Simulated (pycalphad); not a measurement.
Computed with pycalphad from the COST 507 light-alloy database (1999), at 1 atm. The database dates from 1999; later assessments differ in places, in temperatures and in the compounds included. Phase fractions are per mole of atoms.

Question: Give the equilibrium state of Si-1.65Al (at.%) at 1350 K.

Answer: 
```
T = 1350.00 K, P = 101325 Pa, N = 1 mol of atoms
G = -48982 J/mol, H = 27476 J/mol, S = 56.64 J/(mol K)  (SER reference)
chemical potentials (J/mol): Si -48425, Al -82193
phase             fraction      x(Si)      x(Al)
DIAMOND_A4          0.9662     0.9999   7.75e-05
LIQUID              0.0338     0.5142     0.4858
```

Question: Give the equilibrium state of Si-1.65Al (at.%) at 725 K.

Answer: diamond (Si), fraction 0.983, with <0.01 Al at.%; fcc, fraction 0.017, with 99.53 Al at.%.

DIAMOND_A4 is diamond (Si).
